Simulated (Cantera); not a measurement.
Ignition delay

Mixture: CH3OH : O2 : N2 = 1 : 1.36 : 5.13 (molar parts), at 5.03 atm, adiabatic and at constant pressure. Ignition delay is the time to a rise of 400 K.

Model: GRI-Mech 3.0 (53 species, 325 reactions), integrated in Cantera. GRI-Mech 3.0 was tuned for natural gas; its chemistry of methanol as a main component is partial and can be far from experiment.

```json
[
 {"T0 (K)": "1075", "delay (ms)": "25.0"},
 {"T0 (K)": "1125", "delay (ms)": "9.18"},
 {"T0 (K)": "1175", "delay (ms)": "3.68"},
 {"T0 (K)": "1225", "delay (ms)": "1.59"},
 {"T0 (K)": "1275", "delay (ms)": "0.743"},
 {"T0 (K)": "1325", "delay (ms)": "0.371"},
 {"T0 (K)": "1375", "delay (ms)": "0.197"},
 {"T0 (K)": "1425", "delay (ms)": "0.111"},
 {"T0 (K)": "1475", "delay (ms)": "0.0655"},
 {"T0 (K)": "1525", "delay (ms)": "0.0407"}
]
```

- apparent activation energy between 1425 and 1525 K: 180 kJ/mol
